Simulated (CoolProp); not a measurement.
Propylene along the isotherm 112.45 °C: fugacity coefficient from the reference equation and from simpler models built on Tc = 91.1 °C, pc = 4.555 MPa, ω = 0.146; each cubic takes its own stable root.

The numbers come from the reference Helmholtz-energy equation of state, Lemmon 2013 in CoolProp.

| p (MPa) | phase | reference |
|---|---|---|
| 0.0216 | gas | 0.9986 |
| 0.0349 | gas | 0.9978 |
| 0.0564 | gas | 0.9964 |
| 0.0911 | gas | 0.9943 |
| 0.147 | gas | 0.9907 |
| 0.238 | gas | 0.9850 |
| 0.384 | gas | 0.9759 |
| 0.621 | gas | 0.9612 |
| 1 | gas | 0.9378 |
| 1.62 | gas | 0.9000 |
| 2.62 | gas | 0.8401 |
| 4.23 | gas | 0.7454 |
| 6.83 | supercritical | 0.5891 |

Question: How far does each simpler model (Redlich-Kwong, Soave-Redlich-Kwong, Peng-Robinson) lie from the reference over these 13 states: mean and median of the absolute difference, and the worst?

Answer: 
- Redlich-Kwong: mean 0.0 %, median 0.0 %, worst -0.2 % at 112.45 °C and 4.23 MPa
- Soave-Redlich-Kwong: mean 0.2 %, median 0.0 %, worst +1.5 % at 112.45 °C and 6.83 MPa
- Peng-Robinson: mean 0.8 %, median 0.3 %, worst -2.9 % at 112.45 °C and 6.83 MPa
